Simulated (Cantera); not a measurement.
What does this Cantera script print?

```python
import numpy as np
import cantera as ct

gas_names = [...]  # 109 gases of nasa_gas.yaml made of C, Cl, H, Si
cond_names = """
    C(gr) C6H6(L) C7H8(L) C8H18(L),n-octa Si(cr) Si(L) SiC(b)
""".split()


# ... load() reads the species with a 1 bar reference pressure and builds the phases ...
atoms = {
    'CH3SiCl3': {'C': 1, 'H': 3, 'Si': 1, 'CL': 3},
    'H2': {'H': 2},
}
top_T = {'C(gr)': 4500, 'SiC(b)': 3050}  # K; cautious upper limits of use, not melting points


# ... equilibrate(T, P, feed) seeds the gas with the atoms and calls Mixture.equilibrate('TP', solver="vcs", rtol=1e-11, max_steps=5000) ...
results = []
feed = {'CH3SiCl3': 1, 'H2': 32}  # mol
P = 10000  # Pa
for T in [1498, 1598, 1698, 1798, 1898, 1998, 2098, 2198, 2298, 2398, 2498]:
    mix = equilibrate(T, P, feed)
    results.append((T, P, feed, dict(zip(mix.species_names, mix.species_moles))))

top = {s: max(r[3][s] / sum(r[3][g] for g in gas_names) for r in results) for s in gas_names}
cols = sorted((s for s in top if top[s] > 0.0001), key=lambda s: -top[s])[:9]
seen = [c for c in cond_names if any(r[3].get(c, 0) > 1e-12 for r in results)]
print("log10 of partial pressures in bar; condensed amounts in mol")
print(f"{'T/K':>10s}" + "".join(f"{s[:9]:>10s}" for s in cols + seen))
for T, P, feed, n in results:
    ng = sum(n[g] for g in gas_names)
    print(f"{T:10.4g}" + "".join(f"{np.log10(max(n[s] / ng * P / 1e5, 1e-99)):10.3f}" for s in cols)
          + "".join(f"{n.get(c, 0):10.4g}" for c in seen))
```

Output:

```
log10 of partial pressures in bar; condensed amounts in mol
       T/K        H2       HCL         H        Si C2H2,acet        CL      SiC2     SiCL2      Si2C     C(gr)    SiC(b)
      1498    -1.039    -2.069    -5.284   -10.111    -6.150    -6.408   -12.932    -4.706   -12.935         0    0.9924
      1598    -1.039    -2.070    -4.793    -9.010    -5.609    -5.926   -11.427    -4.546   -11.515  0.003888    0.9895
      1698    -1.039    -2.072    -4.359    -8.016    -5.181    -5.501   -10.127    -4.382   -10.240  0.007053    0.9851
      1798    -1.039    -2.074    -3.973    -7.133    -4.802    -5.123    -8.974    -4.239    -9.111   0.00727    0.9793
      1898    -1.040    -2.076    -3.627    -6.344    -4.464    -4.786    -7.946    -4.113    -8.105  0.001924    0.9722
      1998    -1.041    -2.081    -3.315    -5.591    -4.251    -4.483    -7.067    -3.961    -7.156         0    0.9592
      2098    -1.043    -2.088    -3.033    -4.905    -4.069    -4.212    -6.280    -3.823    -6.296         0    0.9384
      2198    -1.047    -2.098    -2.778    -4.297    -3.875    -3.967    -5.551    -3.719    -5.532         0    0.9017
      2298    -1.053    -2.110    -2.545    -3.771    -3.646    -3.745    -4.859    -3.656    -4.864         0    0.8229
      2398    -1.064    -2.126    -2.335    -3.319    -3.383    -3.543    -4.197    -3.633    -4.283         0    0.6329
      2498    -1.084    -2.150    -2.145    -2.924    -3.111    -3.362    -3.570    -3.641    -3.771         0     0.153
```

These are equilibrium values from Cantera (NASA tables, ideal gas, pure condensed phases), not measurements of a reactor. The feed counts by its element totals alone. The tables' values for SiCl, SiCl3 are old estimates; treat these amounts as uncertain. Gases not in the tables: Si2H6 and higher silanes.
